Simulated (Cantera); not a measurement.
Cantera run, input and output.

```python
import numpy as np
import cantera as ct

gas = ct.Solution("gri30.yaml")
gas.TPX = 350, 500000, {'C3H8': 1, 'O2': 8.2, 'N2': 30.8}
inlet = ct.Reservoir(gas, clone=True)
gas.equilibrate("HP")  # start burning
reactor = ct.IdealGasConstPressureReactor(gas, energy="on", clone=False)
exhaust = ct.Reservoir(gas, clone=True)
tau = [0.093, 0.047, 0.024, 0.012, 0.0062, 0.0031, 0.0016, 0.00081, 0.00041, 0.00021, 0.00011, 5.4e-05][0]
for a, b in ((inlet, reactor), (reactor, exhaust)):
    ct.MassFlowController(a, b, mdot=lambda t: reactor.mass / tau)
net = ct.ReactorNet([reactor])
show = ['C3H8', 'O2', 'CH3', 'C2H4', 'HCO', 'NO', 'H2']

rows = []
print(f"{'tau/s':>10s}{'T/K':>9s}" + "".join(f"{s:>11s}" for s in show))
for tau in [0.093, 0.047, 0.024, 0.012, 0.0062, 0.0031, 0.0016, 0.00081, 0.00041, 0.00021, 0.00011, 5.4e-05]:
    net.initial_time = 0.0
    net.advance(30 * tau)
    before = gas.X
    net.advance(40 * tau)
    drift = np.max(np.abs(gas.X - before) / (gas.X + 1e-9))
    rows.append([gas.T, *gas[show].X, drift])
    print(f"{tau:10.3e}{gas.T:9.1f}" + "".join(f"{x:11.3e}" for x in gas[show].X))
```

Result:

```
     tau/s      T/K       C3H8         O2        CH3       C2H4        HCO         NO         H2
 9.300e-02   1760.9  6.019e-07  7.801e-02  6.401e-07  2.556e-06  3.320e-09  1.302e-05  2.011e-05
 4.700e-02   1759.6  1.042e-06  7.804e-02  1.052e-06  4.138e-06  6.608e-09  1.137e-05  2.964e-05
 2.400e-02   1757.6  1.752e-06  7.809e-02  1.680e-06  6.512e-06  1.312e-08  1.056e-05  4.438e-05
 1.200e-02   1754.6  2.940e-06  7.819e-02  2.677e-06  1.024e-05  2.685e-08  1.008e-05  6.820e-05
 6.200e-03   1750.2  4.746e-06  7.836e-02  4.120e-06  1.558e-05  5.358e-08  9.554e-06  1.034e-04
 3.100e-03   1743.2  7.765e-06  7.865e-02  6.424e-06  2.406e-05  1.116e-07  8.660e-06  1.604e-04
 1.600e-03   1732.9  1.239e-05  7.912e-02  9.797e-06  3.642e-05  2.263e-07  7.439e-06  2.436e-04
 8.100e-04   1716.5  2.026e-05  7.997e-02  1.528e-05  5.645e-05  4.712e-07  5.972e-06  3.732e-04
 4.100e-04   1689.8  3.453e-05  8.148e-02  2.466e-05  9.106e-05  9.856e-07  4.445e-06  5.716e-04
 2.100e-04   1642.3  6.635e-05  8.451e-02  4.368e-05  1.659e-04  2.047e-06  2.772e-06  8.944e-04
 1.100e-04    350.0  2.500e-02  2.050e-01 -1.503e-24 -1.371e-17 -7.326e-38 -3.964e-22 -1.147e-17
 5.400e-05    350.0  2.500e-02  2.050e-01 -2.391e-27 -2.181e-20 -9.668e-45 -6.308e-25 -1.826e-20
```

Computed with Cantera and GRI-Mech 3.0 (53 species, 325 reactions). GRI-Mech 3.0 was tuned for natural gas; its chemistry of propane as a main component is partial and can be far from experiment.
